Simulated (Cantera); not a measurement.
Input (Python, Cantera) and output of one run.

```python
import numpy as np
import cantera as ct

gas_names = """
    Fe FeO Fe(OH)2 H HNO HNO2 HNO3 HO2 H2 H2O H2O2 H2S H2SO4 N NH NH2 NH3 NH2OH NO NO2 NO3 N2 N2H2 N2H4
    N2O O OH O2 O3 S SH SN SO SO2 SO3 S2 S2O S8
""".split()
cond_names = """
    Fe(a) Fe(c) Fe(d) Fe(L) FeO(s) FeO(L) Fe(OH)2(s) Fe(OH)3(s) FeS(a) FeS(b) FeS(c) FeS(L) FeSO4(s)
    FeS2(s) Fe2O3(s) Fe2S3O12(s) Fe3O4(s) H2O(s) H2O(L) H2SO4(L) S(cr1) S(cr2) S(L)
""".split()


# ... load() reads the species with a 1 bar reference pressure and builds the phases ...
atoms = {
    'FeS': {'Fe': 1, 'S': 1},
    'H2': {'H': 2},
    'N2': {'N': 2},
    'H2O': {'H': 2, 'O': 1},
}
top_T = {'FeSO4(s)': 950, 'FeS2(s)': 1010, 'Fe2O3(s)': 1830, 'Fe2S3O12(s)': 1100, 'Fe3O4(s)': 1870}  # K; cautious upper limits of use, not melting points


# ... equilibrate(T, P, feed) seeds the gas with the atoms and calls Mixture.equilibrate('TP', solver="vcs", rtol=1e-11, max_steps=5000) ...
results = []
feed = {'FeS': 1, 'H2': 17, 'N2': 0.47, 'H2O': 0.13}  # mol
P = 1400  # Pa
for T in [700, 800, 900, 1000, 1100, 1200, 1300, 1400]:
    mix = equilibrate(T, P, feed)
    results.append((T, P, feed, dict(zip(mix.species_names, mix.species_moles))))
    x = sorted(zip(gas.X, gas.species_names), reverse=True)
    print(f"T = {T:g} K  P = {P:g} Pa  gas = {mix.phase_moles(0):.4g} mol")
    print("   x: " + "  ".join(f"{s} {v:.3e}" for v, s in x if v > 1e-05))
    print("   condensed (mol): " + ("  ".join(f"{mix.phase(i).name} {mix.phase_moles(i):.4g}"
          for i in range(1, mix.n_phases) if mix.phase_moles(i) > 1e-12) or "none"))
```

It prints:

```
T = 700 K  P = 1400 Pa  gas = 17.6 mol
   x: H2 9.659e-01  N2 2.669e-02  H2O 7.387e-03  H2S 3.571e-05  NH3 2.034e-05
   condensed (mol): Fe(a) 0.0006285  FeS(c) 0.9994
T = 800 K  P = 1400 Pa  gas = 17.6 mol
   x: H2 9.658e-01  N2 2.670e-02  H2O 7.386e-03  H2S 1.485e-04
   condensed (mol): Fe(a) 0.002614  FeS(c) 0.9974
T = 900 K  P = 1400 Pa  gas = 17.6 mol
   x: H2 9.655e-01  N2 2.670e-02  H2O 7.386e-03  H2S 4.435e-04
   condensed (mol): Fe(a) 0.007806  FeS(c) 0.9922
T = 1000 K  P = 1400 Pa  gas = 17.6 mol
   x: H2 9.648e-01  N2 2.670e-02  H2O 7.386e-03  H2S 1.062e-03
   condensed (mol): Fe(a) 0.01869  FeS(c) 0.9813
T = 1100 K  P = 1400 Pa  gas = 17.6 mol
   x: H2 9.637e-01  N2 2.670e-02  H2O 7.386e-03  H2S 2.201e-03
   condensed (mol): Fe(a) 0.03875  FeS(c) 0.9613
T = 1200 K  P = 1400 Pa  gas = 17.6 mol
   x: H2 9.618e-01  N2 2.670e-02  H2O 7.386e-03  H2S 4.065e-03
   condensed (mol): Fe(c) 0.07174  FeS(c) 0.9283
T = 1300 K  P = 1400 Pa  gas = 17.6 mol
   x: H2 9.590e-01  N2 2.670e-02  H2O 7.386e-03  H2S 6.811e-03  SH 3.429e-05  S2 2.921e-05
   condensed (mol): Fe(c) 0.1215  FeS(c) 0.8785
T = 1400 K  P = 1400 Pa  gas = 17.61 mol
   x: H2 9.550e-01  N2 2.670e-02  H2S 1.048e-02  H2O 7.384e-03  S2 2.308e-04  SH 1.572e-04  H 4.017e-05
   condensed (mol): Fe(c) 0.1954  FeS(c) 0.8046
```

Equilibrium computed with Cantera from the NASA thermochemical tables; the gas is ideal and each condensed phase is pure. Metal and sulfide melt together well below either melting point, which pure phases cannot show. Mutual solubility and eutectic melting of coexisting phases are not modelled. FeS: taken at fixed stoichiometry. Gases not in the tables: S3 to S7.
